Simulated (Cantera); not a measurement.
# MgO + CO + CH4 (carbothermic reduction)

Input: 1 mol MgO, 16 mol CO, 0.53 mol CH4, held at 1123.15 K and 0.000830 bar.

Equilibrium computed with Cantera from the NASA thermochemical tables; the gas is ideal and each condensed phase is pure. Candidate condensed phases: C, C6H6, C7H8, C8H18, H2O, Mg, MgCO3, MgO, Mg(OH)2; 116 gas species. Rates play no part.

| Item | Value |
|---|---|
| x(CO) | 0.938 |
| x(H2) | 0.0621 |
| x(CO2) | 4.40e-5 |
| x(H2O) | 3.19e-6 |
| n(C(graphite)) | 0.531 mol |
| n(MgO(s)) | 1.000 mol |
| gas amount | 17.06 mol |
| log10 activity of Mg(l) (absent) | -9.34 |
